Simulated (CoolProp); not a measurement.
The numbers come from the reference Helmholtz-energy equation of state, Lemmon 2006 in CoolProp. It is a short technical equation, of lower accuracy than the large ones.

Question: For C3F8 (R218), give the phase and the isothermal compressibility (1/MPa), fugacity coefficient at 114.65 °C and 112 bar.

Answer: 
- 114.65 °C and 112 bar: supercritical; isothermal compressibility 0.0274, fugacity coefficient 0.420
